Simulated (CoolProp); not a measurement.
Vapour-liquid equilibrium of n-hexane (1) + cyclohexane (2) at 707 kPa; x and y are mole fractions of (1).

Computed with CoolProp (multi-fluid Helmholtz-energy mixture model, Thol 2019 and Zhou 2014; pair parameters Bell 2016).

Q: Give the bubble temperature and the first vapour's composition at x = 0.05, 0.5, 0.65. Is there an azeotrope?

A: x = 0.05: 434.7 K, y = 0.066; x = 0.5: 426.5 K, y = 0.560; x = 0.65: 424.4 K, y = 0.700. No azeotrope shows between x = 0.05 and 0.95.

The pair parameters rest on a limited set of measurements; away from them the model extrapolates.
